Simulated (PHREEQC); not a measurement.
1 kg of water holding 0.0059 mol CaCl2, 0.14 mol MgCl2, 0.006 mol KCl, 0.029 mol SrCl2 and 0.059 mol NaCl is evaporated at 20 °C; the solids stay in contact with the brine. No CO2 enters from the air. Only these solids could form: Bischofite, Brucite, Carnallite, Halite, Portlandite, Sylvite, MgCl2_4H2O.

The series has 19 steps of water left (kg), from 1 to 0.0287.

Model: Pitzer model, pitzer.dat, run in PHREEQC.

Which solids form, in which order, and at which step of the series does each first stand?

Halite from water left = 0.05275 kg; Carnallite from water left = 0.03551 kg.

Species that the database lacks are ignored.
